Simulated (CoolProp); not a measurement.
Vapour-liquid equilibrium of ethane (1) + C2F6 (R116) (2) at 267.1 K; x and y are mole fractions of (1).

Model: multi-fluid Helmholtz-energy mixture model, Bücker 2006 and Lemmon 2006; pair parameters Bell 2016, in CoolProp.

Task: Give the bubble pressure and the first vapour's composition at x = 0.05, 0.75, 0.95. Is there an azeotrope?

Result: x = 0.05: 16.86 bar, y = 0.090; x = 0.75: 24.49 bar, y = 0.718; x = 0.95: 21.98 bar, y = 0.913. y crosses x between x = 0.65 and 0.75: the model has an azeotrope there.

Pair parameters are fitted to limited data, so mixtures are less certain than the pure fluids.
